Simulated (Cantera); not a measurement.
Standard-state values (1 bar) from the NASA 1993 polynomials, evaluated with Cantera. Values are per mole of reaction as written; species without (g) are pure solids or liquids, kept so even where they would boil at 1 bar. ZrN: taken at fixed stoichiometry.

Problem. Between 300 and 1900 K, where is each reaction favourable under standard conditions?
- 4 OH(g) + ZrN = 2 H₂(g) + NO₂(g) + ZrO₂(g)

Solution. 
- 4 OH(g) + ZrN = 2 H₂(g) + NO₂(g) + ZrO₂(g): ΔG° is -45 kJ at 300 K and -26 kJ at 1900 K; it stays negative (K > 1). ΔH° is -60 kJ and ΔS° -18 J/K at 1900 K.
